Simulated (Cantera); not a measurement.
Input: 1 mol TEOS, 2.5 mol NO, 3.8 mol N2, 0.14 mol O2, equilibrated at 700 K.

Method: chemical equilibrium by Gibbs-energy minimisation in Cantera with the NASA 1993 tables (ideal gas, pure condensed phases). Candidate condensed phases: C, C6H6, C7H8, C8H18, H2O, Si, SiC, SiO2, Si2N2O, Si3N4; 151 gas species. The feed counts by its element totals alone. Kinetics and transport are ignored.

Q: At 36.0 Pa, list the 4 most abundant gas species with their mole fractions, and the condensed phases.

A: H2 0.516, N2 0.268, CO 0.163, CO2 0.0387. Condensed: C(graphite) + SiO2(α-quartz).
